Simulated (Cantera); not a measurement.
Equilibrium for silicon oxide and oxynitride deposition: HMDSO + N2O

Charge: 1 mol HMDSO, 1.2 mol N2O, at 10.0 Torr.

Equilibrium computed with Cantera from the NASA thermochemical tables; the gas is ideal and each condensed phase is pure. Candidate condensed phases: C, C6H6, C7H8, C8H18, H2O, Si, SiC, SiO2, Si2N2O, Si3N4; 151 gas species. The feed counts by its element totals alone. Mutual solubility and eutectic melting of coexisting phases are not modelled. Kinetics and transport are ignored.

```tsv
T (°C)	log p H2	log p CO	log p N2	log p HCN	log p H	log p SiO	log p CH4	n C(graphite)	n Si2N2O(s)	n SiC(s)
1102	-1.94	-2.81	-3.59	-6.16	-6.43	-6.40	-6.18	4.80	1.000	0
1127	-1.94	-2.81	-3.59	-6.07	-6.28	-6.12	-6.24	4.80	1.000	0
1152	-1.94	-2.81	-3.59	-5.98	-6.14	-5.85	-6.30	4.80	0.999	0
1177	-1.94	-2.81	-3.54	-5.88	-5.99	-5.61	-6.36	4.73	0.975	0.0491
1202	-1.96	-2.74	-3.20	-5.64	-5.87	-5.49	-6.46	3.84	0.678	0.641
1227	-2.01	-2.63	-2.91	-5.43	-5.76	-5.34	-6.61	1.98	0.0576	1.88
1252	-2.01	-2.63	-2.89	-5.35	-5.63	-5.29	-6.67	1.80	0	2.00
1277	-2.01	-2.63	-2.89	-5.28	-5.51	-5.25	-6.72	1.81	0	1.99
1302	-2.01	-2.63	-2.89	-5.21	-5.39	-5.21	-6.77	1.81	0	1.99
1327	-2.01	-2.63	-2.89	-5.14	-5.27	-5.16	-6.82	1.81	0	1.99
1352	-2.01	-2.63	-2.89	-5.08	-5.16	-5.13	-6.86	1.81	0	1.99
1377	-2.01	-2.63	-2.89	-5.01	-5.05	-5.09	-6.91	1.80	0	1.99
```
log p: log10 of the partial pressure in bar; n: condensed amount in mol.

From 1102 °C to 1152 °C the condensed part is C(graphite) + Si2N2O(s). From 1177 °C to 1227 °C the condensed part is C(graphite) + SiC(s) + Si2N2O(s). From 1252 °C to 1377 °C the condensed part is C(graphite) + SiC(s). The main Si-bearing gas is SiO throughout.
